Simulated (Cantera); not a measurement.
## Metals in furnace atmospheres: Fe + NH3 + H2

Feed: 1 mol Fe, 0.56 mol NH3, 4.4 mol H2, at 0.450 bar.

Method: chemical equilibrium by Gibbs-energy minimisation in Cantera with the NASA 1993 tables (ideal gas, pure condensed phases). Candidate condensed phases: Fe; 10 gas species. Kinetics and transport are ignored.

From 873 K to 1173 K the condensed part is Fe(α). From 1273 K to 1573 K the condensed part is Fe(γ). From 1673 K to 1773 K the condensed part is Fe(δ). From 1873 K to 1973 K the condensed part is Fe(l).

```tsv
T (K)	x H2	x N2	x H	x Fe	x NH3	x NH2	n Fe(α)	n Fe(γ)	n Fe(δ)	n Fe(l)
873	0.949	0.0507	6.79e-11	<1e-12	0.000142	<1e-12	1.00	0	0	0
973	0.949	0.0507	1.57e-9	<1e-12	6.56e-5	<1e-12	1.00	0	0	0
1073	0.949	0.0507	2.03e-8	<1e-12	3.47e-5	1.18e-12	1.00	0	0	0
1173	0.949	0.0507	1.71e-7	4.36e-11	2.04e-5	6.86e-12	1.00	0	0	0
1273	0.949	0.0507	1.04e-6	1.11e-9	1.30e-5	3.02e-11	0	1.00	0	0
1373	0.949	0.0507	4.84e-6	1.73e-8	8.82e-6	1.07e-10	0	1.00	0	0
1473	0.949	0.0507	1.84e-5	1.86e-7	6.31e-6	3.19e-10	0	1.000	0	0
1573	0.949	0.0507	5.91e-5	1.46e-6	4.71e-6	8.28e-10	0	1.000	0	0
1673	0.949	0.0507	0.000165	8.92e-6	3.64e-6	1.92e-9	0	0	1.000	0
1773	0.949	0.0507	0.000413	4.39e-5	2.89e-6	4.04e-9	0	0	1.000	0
1873	0.948	0.0507	0.000937	0.000176	2.36e-6	7.85e-9	0	0	0	0.999
1973	0.947	0.0506	0.00196	0.000596	1.96e-6	1.43e-8	0	0	0	0.997
```
x: gas mole fraction; n: condensed amount in mol.
